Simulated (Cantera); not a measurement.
An adiabatic, constant-pressure homogeneous reactor starts with CH₃OH : O₂ : N₂ = 1 : 0.938 : 3.52 (molar parts), equivalence ratio 1.6, at 1725 K and 1.00 bar. Integrator tolerance rtol = 1e-08.

Detailed kinetics in Cantera: GRI-Mech 3.0 (53 species, 325 reactions). GRI-Mech 3.0 was tuned for natural gas; its chemistry of methanol as a main component is partial and can be far from experiment.

Task: What does this change do: N2 3.52 to 5 parts?

Result: 
```csv
quantity,before,after
time of steepest temperature rise,33.7 µs,38.9 µs
temperature at 0.700 s,2778 K,2684 K
equilibrium temperature,2778 K,2684 K
x(CH₃OH) at 0.700 s,<1e-12 (gas-phase equilibrium <1e-12),<1e-12 (gas-phase equilibrium <1e-12)
x(O₂) at 0.700 s,0.00327 (gas-phase equilibrium 0.00327),0.00168 (gas-phase equilibrium 0.00168)
x(CH₃) at 0.700 s,1.01e-12 (gas-phase equilibrium 1.22e-12),<1e-12 (gas-phase equilibrium <1e-12)
x(CH₂) at 0.700 s,<1e-12 (gas-phase equilibrium <1e-12),<1e-12 (gas-phase equilibrium <1e-12)
x(CH₂CO) at 0.700 s,<1e-12 (gas-phase equilibrium <1e-12),<1e-12 (gas-phase equilibrium <1e-12)
x(H₂) at 0.700 s,0.0729 (gas-phase equilibrium 0.0729),0.0589 (gas-phase equilibrium 0.0589)
```
